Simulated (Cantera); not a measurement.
Predominance diagram of Ca at 875 K against the partial pressures of O2 and F2 (log10, bar). Source: NASA polynomial tables (part measured, part estimated), evaluated in Cantera. Candidates: Ca(s), CaF2(s), CaO(s). Only these pure phases compete in this equilibrium. Not in the tables: oxide halides.

Q: Which phase is stable at these pairs, and which metal-bearing vapour leads over it? (-18.9, -39); (-11.8, -11.3); (0, -35.9); (-2.4, -29.8); (-33.2, -8.2); (-30.8, -14.4); (-45, -11.3)

A: 
```csv
log p(O2),log p(F2),phase,chief vapour,log p (bar)
-18.9,-39,CaF2(s),CaF2,-16.1
-11.8,-11.3,CaF2(s),CaF2,-16.1
0,-35.9,CaO(s),CaF2,-20.2
-2.4,-29.8,CaF2(s),CaF2,-16.1
-33.2,-8.2,CaF2(s),CaF2,-16.1
-30.8,-14.4,CaF2(s),CaF2,-16.1
-45,-11.3,CaF2(s),CaF2,-16.1
```
